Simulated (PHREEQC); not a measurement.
**Hard or scaling water: an equilibrium model**

Dissolve 0.37 mmol/kgw Ca(HCO3)2, 0.059 mmol/kgw Na2SO4 and 0.041 mmol/kgw H4SiO4 at 75 °C. Closed to the air; pH follows from the charge balance.

Equilibrium calculation in PHREEQC: ion-association model, phreeqc.dat.

Precipitation was switched off in this run.

Estimate the pH, ionic strength.

pH 7.77; ionic strength 0.00125 mol/kgw.

In which forms is C present?

HCO3- 95 %, CO2 3.2 %, CaCO3 0.9 %, CaHCO3+ 0.5 % of the C.

Constants without temperature data keep their 25 °C values here.
